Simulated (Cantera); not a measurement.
A Cantera script and its output.

```python
import numpy as np
import cantera as ct

gas = ct.Solution("gri30.yaml")
gas.TPX = 400, 760000, {'H2': 1, 'O2': 0.658, 'N2': 2.47, 'NO': 0.0042}
inlet = ct.Reservoir(gas, clone=True)
gas.equilibrate("HP")  # start burning
reactor = ct.IdealGasConstPressureReactor(gas, energy="on", clone=False)
exhaust = ct.Reservoir(gas, clone=True)
tau = [0.028, 0.013, 0.0064, 0.003, 0.0014, 0.00067, 0.00032, 0.00015, 7.1e-05, 3.4e-05, 1.6e-05, 7.6e-06][0]
for a, b in ((inlet, reactor), (reactor, exhaust)):
    ct.MassFlowController(a, b, mdot=lambda t: reactor.mass / tau)
net = ct.ReactorNet([reactor])
show = ['H2', 'O2', 'NO', 'H2O', 'H2O2']

rows = []
print(f"{'tau/s':>10s}{'T/K':>9s}" + "".join(f"{s:>11s}" for s in show))
for tau in [0.028, 0.013, 0.0064, 0.003, 0.0014, 0.00067, 0.00032, 0.00015, 7.1e-05, 3.4e-05, 1.6e-05, 7.6e-06]:
    net.initial_time = 0.0
    net.advance(30 * tau)
    before = gas.X
    net.advance(40 * tau)
    drift = np.max(np.abs(gas.X - before) / (gas.X + 1e-9))
    rows.append([gas.T, *gas[show].X, drift])
    print(f"{tau:10.3e}{gas.T:9.1f}" + "".join(f"{x:11.3e}" for x in gas[show].X))
```

It prints:

```
     tau/s      T/K         H2         O2         NO        H2O       H2O2
 2.800e-02   2200.6  6.029e-04  4.228e-02  2.179e-03  2.726e-01  5.367e-07
 1.300e-02   2200.8  6.553e-04  4.250e-02  1.721e-03  2.725e-01  5.499e-07
 6.400e-03   2200.0  7.492e-04  4.262e-02  1.477e-03  2.723e-01  5.710e-07
 3.000e-03   2197.5  9.405e-04  4.269e-02  1.339e-03  2.719e-01  6.123e-07
 1.400e-03   2192.6  1.297e-03  4.273e-02  1.268e-03  2.712e-01  6.885e-07
 6.700e-04   2184.3  1.896e-03  4.279e-02  1.232e-03  2.700e-01  8.116e-07
 3.200e-04   2171.1  2.878e-03  4.293e-02  1.209e-03  2.681e-01  9.978e-07
 1.500e-04   2150.0  4.470e-03  4.325e-02  1.193e-03  2.653e-01  1.264e-06
 7.100e-05   2118.7  6.858e-03  4.387e-02  1.181e-03  2.611e-01  1.608e-06
 3.400e-05   2073.5  1.026e-02  4.498e-02  1.171e-03  2.553e-01  2.040e-06
 1.600e-05   2007.7  1.514e-02  4.690e-02  1.163e-03  2.473e-01  2.631e-06
 7.600e-06   1918.2  2.192e-02  5.008e-02  1.153e-03  2.364e-01  3.528e-06
```

Detailed kinetics in Cantera: GRI-Mech 3.0 (53 species, 325 reactions). The hydrogen kinetics of GRI-Mech 3.0 are dated; newer H2 mechanisms differ, most at raised pressure. The mechanism lacks 2 NO + O2 → 2 NO2 and HONO, so NO2 and the effect of NO are under-described below about 1400 K.
